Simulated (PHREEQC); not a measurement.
Solution (25 °C): 0.0035 mol/kgw CuCl2, 0.2 mol/kgw HCl and 0.002 mol/kgw H3BO3. Closed to the air; pH follows from the charge balance.

All values are PHREEQC results (ion-association model, phreeqc.dat), not measurements.

| quantity | before | after |
|---|---|---|
| pH | 0.80 | 1.08 |
| Cu+2 (mol/kgw) | 0.00295 | 0.00157 |
| CuCl+ (mol/kgw) | 0.000526 | 0.000172 |
| CuCl2 (mol/kgw) | 2.83e-5 | 5.45e-6 |
| CuOH+ (mol/kgw) | 8.30e-11 | 9.82e-11 |

Question: What was changed between the two runs?
(A) diluted 5-fold with water
(B) H3BO3 replaced by Na2B4O7 at the same molality
(C) diluted 100-fold with water
(D) diluted 2-fold with water

Answer: D, diluted 2-fold with water

Precipitation was switched off in this run.
